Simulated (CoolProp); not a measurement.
Vapour-liquid equilibrium of CF4 (R14) (1) + R13 (2) at 2.1 bar; x and y are mole fractions of (1).

The numbers come from the multi-fluid Helmholtz-energy mixture model, Platzer 1990 and Platzer 1990; pair parameters Bell 2016 in CoolProp. This equation is an older, rougher fit; its heat capacities, sound speeds and derivatives of the liquid may be far off and weren't checked against measurements.

```json
[
 {"x": "0.05", "bubble temperature, mixture model (°C)": "-76.3", "bubble temperature, Raoult's law (°C)": "-74.6", "y, mixture model": "0.384", "y, Raoult's law": "0.350"},
 {"x": "0.125", "bubble temperature, mixture model (°C)": "-86.6", "bubble temperature, Raoult's law (°C)": "-83.6", "y, mixture model": "0.665", "y, Raoult's law": "0.624"},
 {"x": "0.2", "bubble temperature, mixture model (°C)": "-93.6", "bubble temperature, Raoult's law (°C)": "-90.1", "y, mixture model": "0.792", "y, Raoult's law": "0.764"},
 {"x": "0.275", "bubble temperature, mixture model (°C)": "-98.4", "bubble temperature, Raoult's law (°C)": "-95.1", "y, mixture model": "0.858", "y, Raoult's law": "0.843"},
 {"x": "0.35", "bubble temperature, mixture model (°C)": "-102.0", "bubble temperature, Raoult's law (°C)": "-99.1", "y, mixture model": "0.897", "y, Raoult's law": "0.891"},
 {"x": "0.425", "bubble temperature, mixture model (°C)": "-104.7", "bubble temperature, Raoult's law (°C)": "-102.4", "y, mixture model": "0.922", "y, Raoult's law": "0.923"},
 {"x": "0.5", "bubble temperature, mixture model (°C)": "-107.0", "bubble temperature, Raoult's law (°C)": "-105.2", "y, mixture model": "0.940", "y, Raoult's law": "0.945"},
 {"x": "0.575", "bubble temperature, mixture model (°C)": "-108.9", "bubble temperature, Raoult's law (°C)": "-107.6", "y, mixture model": "0.954", "y, Raoult's law": "0.961"},
 {"x": "0.65", "bubble temperature, mixture model (°C)": "-110.5", "bubble temperature, Raoult's law (°C)": "-109.7", "y, mixture model": "0.965", "y, Raoult's law": "0.972"},
 {"x": "0.725", "bubble temperature, mixture model (°C)": "-112.0", "bubble temperature, Raoult's law (°C)": "-111.5", "y, mixture model": "0.974", "y, Raoult's law": "0.981"},
 {"x": "0.8", "bubble temperature, mixture model (°C)": "-113.4", "bubble temperature, Raoult's law (°C)": "-113.1", "y, mixture model": "0.982", "y, Raoult's law": "0.988"},
 {"x": "0.875", "bubble temperature, mixture model (°C)": "-114.7", "bubble temperature, Raoult's law (°C)": "-114.6", "y, mixture model": "0.989", "y, Raoult's law": "0.993"},
 {"x": "0.95", "bubble temperature, mixture model (°C)": "-116.0", "bubble temperature, Raoult's law (°C)": "-116.0", "y, mixture model": "0.996", "y, Raoult's law": "0.998"}
]
```

The largest gap from Raoult's law is -3.5 K in bubble temperature, at x = 0.2. No azeotrope shows between x = 0.05 and 0.95.

Pair parameters are fitted to limited data, so mixtures are less certain than the pure fluids.
